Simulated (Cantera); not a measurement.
Cantera run, input and output.

```python
import numpy as np
import cantera as ct

gas = ct.Solution("gri30.yaml")
gas.TPX = 1600, 101325, {'H2': 1, 'O2': 1.52, 'N2': 5.7}
reactor = ct.IdealGasConstPressureReactor(gas, energy="on", clone=False)
net = ct.ReactorNet([reactor])
net.rtol, net.atol = 1e-08, 1e-16
show = ['H2', 'O2', 'H2O', 'NO2', 'N2O', 'H2O2', 'O']
times = np.geomspace(7e-06, 6, 12)

steps = ct.SolutionArray(gas, extra=["t"])
rows = []
print(f"{'t/s':>10s}{'T/K':>9s}{'P/Pa':>11s}" + "".join(f"{s:>11s}" for s in show))
for t in times:
    while net.time < t:
        t_next = net.step()
        steps.append(gas.state, t=t_next)
    rows.append([np.interp(t, steps.t, y) for y in (steps.T, steps.P, *steps(*show).X.T)])
    print(f"{t:10.3e}{rows[-1][0]:9.1f}{rows[-1][1]:11.4g}" + "".join(f"{x:11.3e}" for x in rows[-1][2:]))
rate = np.gradient(steps.T, steps.t)
print("integrator steps:", len(steps.t))
if steps.T.max() > steps.T[0] + 200:
    print(f"time of steepest temperature rise: {steps.t[rate.argmax()]:.4e} s")
gas.TPX = 1600, 101325, {'H2': 1, 'O2': 1.52, 'N2': 5.7}
gas.equilibrate("HP")
print(f"equilibrium (HP): T = {gas.T:.1f} K  " + "  ".join(f"{s} {gas[s].X[0]:.3e}" for s in show))
```

Result:

```
       t/s      T/K       P/Pa         H2         O2        H2O        NO2        N2O       H2O2          O
 7.000e-06   1600.5  1.013e+05  1.198e-01  1.840e-01  1.231e-03  1.116e-14  4.256e-10  1.625e-07  3.224e-04
 2.424e-05   1869.6  1.013e+05  1.040e-02  1.186e-01  9.326e-02  4.641e-09  2.231e-07  6.617e-07  2.985e-02
 8.391e-05   2177.2  1.013e+05  5.573e-03  1.222e-01  1.094e-01  2.080e-08  3.702e-07  2.328e-07  1.469e-02
 2.905e-04   2350.2  1.013e+05  1.736e-03  1.272e-01  1.206e-01  1.076e-07  6.287e-07  1.884e-07  4.390e-03
 1.006e-03   2378.1  1.013e+05  1.098e-03  1.282e-01  1.228e-01  2.980e-07  6.512e-07  2.369e-07  2.762e-03
 3.483e-03   2376.9  1.013e+05  1.092e-03  1.279e-01  1.229e-01  8.527e-07  6.504e-07  2.361e-07  2.737e-03
 1.206e-02   2373.0  1.013e+05  1.074e-03  1.269e-01  1.230e-01  2.601e-06  6.509e-07  2.332e-07  2.669e-03
 4.175e-02   2363.9  1.013e+05  1.034e-03  1.245e-01  1.232e-01  6.692e-06  6.663e-07  2.265e-07  2.514e-03
 1.446e-01   2356.3  1.013e+05  1.002e-03  1.225e-01  1.234e-01  1.011e-05  6.927e-07  2.210e-07  2.390e-03
 5.005e-01   2355.7  1.013e+05  9.995e-04  1.223e-01  1.234e-01  1.036e-05  6.950e-07  2.206e-07  2.382e-03
 1.733e+00   2355.7  1.013e+05  9.995e-04  1.223e-01  1.234e-01  1.036e-05  6.950e-07  2.206e-07  2.382e-03
 6.000e+00   2355.7  1.013e+05  9.995e-04  1.223e-01  1.234e-01  1.036e-05  6.950e-07  2.206e-07  2.382e-03
integrator steps: 1149
time of steepest temperature rise: 1.1881e-05 s
equilibrium (HP): T = 2355.7 K  H2 9.995e-04  O2 1.223e-01  H2O 1.234e-01  NO2 1.036e-05  N2O 6.950e-07  H2O2 2.206e-07  O 2.382e-03
```

Detailed kinetics in Cantera: GRI-Mech 3.0 (53 species, 325 reactions).
